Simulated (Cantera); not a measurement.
Feed: 1 mol AlCl3, 1.1 mol N2, held at 1525 K and 0.110 bar.

Equilibrium computed with Cantera from the NASA thermochemical tables; the gas is ideal and each condensed phase is pure. Candidate condensed phases: Al, AlCl3, AlN; 11 gas species. The tables' values for AlCl2 are old estimates; treat these amounts as uncertain. Equilibrium is a limit: real reactors are often held back by kinetics, nucleation or transport.

Base state: N2 0.524, AlCl3 0.475, AlCl2 0.000482, Cl 0.000478, Al2Cl6 2.46e-5 (mole fractions); condensed: gas only.

Problem. What changes in the equilibrium state with this change: temperature from 1525 K to 700 K?

Solution. 
```csv
species,before,after
N2,0.524,0.620
AlCl3,0.475,0.196
Al2Cl6,2.46e-5,0.184
AlCl2,0.000482,<1e-9
Cl,0.000478,<1e-9
```

Problem. What changes in the equilibrium state with this change: 0.0019 mol O2 added?

Solution. 
```json
[
 {"species": "N2", "before": "0.524", "after": "0.523"},
 {"species": "AlCl3", "before": "0.475", "after": "0.474"},
 {"species": "Cl", "before": "0.000478", "after": "0.00321"},
 {"species": "Cl2", "before": "5.30e-6", "after": "0.000238"},
 {"species": "AlCl2", "before": "0.000482", "after": "7.17e-5"},
 {"species": "Al2O3(s), mol", "before": "0", "after": "0.00127"}
]
```
Further candidate phases: Al2O3.
